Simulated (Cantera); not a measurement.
An adiabatic, constant-pressure homogeneous reactor starts with CH4 : O2 : N2 = 1 : 1.11 : 4.18 (molar parts), equivalence ratio 1.8, at 1298 K and 3530 Torr. Integrator tolerance rtol = 1e-08.

Cantera simulation using GRI-Mech 3.0 (53 species, 325 reactions); the numbers are that mechanism's predictions, not measurements.

### Question
What does this change do: constant volume in place of constant pressure?

### Answer
```json
[
 {"quantity": "time of steepest temperature rise", "before": "4.36 ms", "after": "4.04 ms"},
 {"quantity": "temperature at 1.00 s", "before": "2481 K", "after": "2783 K"},
 {"quantity": "equilibrium temperature", "before": "2481 K", "after": "2783 K"},
 {"quantity": "x(CH4) at 1.00 s", "before": "1.30e-10 (gas-phase equilibrium 1.47e-10)", "after": "2.47e-10 (gas-phase equilibrium 2.78e-10)"},
 {"quantity": "x(O2) at 1.00 s", "before": "8.20e-6 (gas-phase equilibrium 8.20e-6)", "after": "4.90e-5 (gas-phase equilibrium 4.90e-5)"},
 {"quantity": "x(CO2) at 1.00 s", "before": "0.0218 (gas-phase equilibrium 0.0218)", "after": "0.0199 (gas-phase equilibrium 0.0199)"},
 {"quantity": "x(CH2O) at 1.00 s", "before": "2.84e-8 (gas-phase equilibrium 2.84e-8)", "after": "6.94e-8 (gas-phase equilibrium 6.94e-8)"},
 {"quantity": "x(CH3) at 1.00 s", "before": "6.98e-11 (gas-phase equilibrium 7.87e-11)", "after": "2.65e-10 (gas-phase equilibrium 2.99e-10)"}
]
```

### Question
What does this change do: pressure from 3530 Torr to 18000 Torr?

### Answer
| quantity | before | after |
|---|---|---|
| time of steepest temperature rise | 4.36 ms | 0.791 ms |
| temperature at 1.00 s | 2481 K | 2496 K |
| equilibrium temperature | 2481 K | 2496 K |
| x(CH4) at 1.00 s | 1.30e-10 (gas-phase equilibrium 1.47e-10) | 3.26e-9 (gas-phase equilibrium 3.63e-9) |
| x(O2) at 1.00 s | 8.20e-6 (gas-phase equilibrium 8.20e-6) | 1.87e-6 (gas-phase equilibrium 1.87e-6) |
| x(CO2) at 1.00 s | 0.0218 (gas-phase equilibrium 0.0218) | 0.0217 (gas-phase equilibrium 0.0217) |
| x(CH2O) at 1.00 s | 2.84e-8 (gas-phase equilibrium 2.84e-8) | 1.46e-7 (gas-phase equilibrium 1.46e-7) |
| x(CH3) at 1.00 s | 6.98e-11 (gas-phase equilibrium 7.87e-11) | 8.24e-10 (gas-phase equilibrium 9.18e-10) |
The pressure lies above the range GRI-Mech 3.0 was tuned for (to about 10 atm).
